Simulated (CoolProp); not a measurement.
Saturation properties of ethanol (Tc = 514.7 K, pc = 6.268 MPa, ω = 0.644).

Computed with CoolProp (reference Helmholtz-energy equation of state, Schroeder 2014).

| T (K) | p (MPa) | liquid density (kg/m³) | vapour Z | liquid viscosity (µPa s) | liquid conductivity (mW/(m K)) |
|---|---|---|---|---|---|
| 289.2 | 0.004619 | 792.7 | 0.9962 | 1290 | 165 |
| 310.3 | 0.01541 | 774.5 | 0.9910 | ___ | 161 |
| 331.4 | 0.04320 | ___ | 0.9817 | 601 | 158 |
| 352.4 | 0.1047 | 735.6 | 0.9668 | ___ | 154 |
| 373.5 | 0.2269 | 713.6 | 0.9449 | ___ | 151 |
| 394.6 | 0.4464 | 689.0 | 0.9148 | 244 | 148 |
| 415.7 | 0.8099 | ___ | 0.8754 | 187 | 144 |
| 436.8 | 1.371 | 627.3 | 0.8256 | 143 | 140 |

Some entries are withheld; supply them.


- 310.3, liquid viscosity (µPa s): 862
- 331.4, liquid density (kg/m³): 755.6
- 352.4, liquid viscosity (µPa s): 435
- 373.5, liquid viscosity (µPa s): 323
- 415.7, liquid density (kg/m³): 660.6

It boils at 351.6 K under 1 atm.

Viscosity comes from a separate model (Kiselev 2005). Thermal conductivity comes from a separate model (Assael 2013).
